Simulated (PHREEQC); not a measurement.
A solution holds 0.011 mol/kgw Ag2SO4 and 0.00019 mol/kgw HBF4, at 25 °C. Closed to the air; pH follows from the charge balance.

Equilibrium calculation in PHREEQC: ion-association model, wateq4f.dat.

This is a speciation only: nothing precipitates in the calculation.

Problem. Order these F species by the share of F that they hold, largest first: AgF, F-, HF2-, HF, BF2(OH)2-.

Solution. F- (69 %), HF (28 %), AgF (2.3 %), BF2(OH)2- (0.16 %), HF2- (0.11 %)

The pH is 3.49 and the ionic strength 0.0294 mol/kgw. Real BF4- forms and hydrolyses slowly; the run takes it at equilibrium.
